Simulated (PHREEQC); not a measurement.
Make-up at 25 °C: 0.076 mol/kgw NH4Cl, 0.1 mol/kgw Na2HPO4 and 7.9e-05 mol/kgw NaCl. Closed to the air; pH follows from the charge balance.

Equilibrium calculation in PHREEQC: ion-association model, phreeqc.dat.

| quantity | before | after |
|---|---|---|
| pH | 8.15 | 12.26 |
| ionic strength (mol/kgw) | 0.353 | 0.100 |
| Na+ (mol/kgw) | 0.192 | 0.100 |
| SI of Halite (NaCl) | -3.72 | -3.91 |

Question: What was changed between the two runs?
(A) 0.0077 mol/kgw H3PO4 added
(B) NaCl left out
(C) NH4Cl replaced by HCl at the same molality
(D) 0.0039 mol/kgw TMAH added
(E) Na2HPO4 replaced by NaOH at the same molality

Answer: E, Na2HPO4 replaced by NaOH at the same molality

Precipitation was switched off in this run.
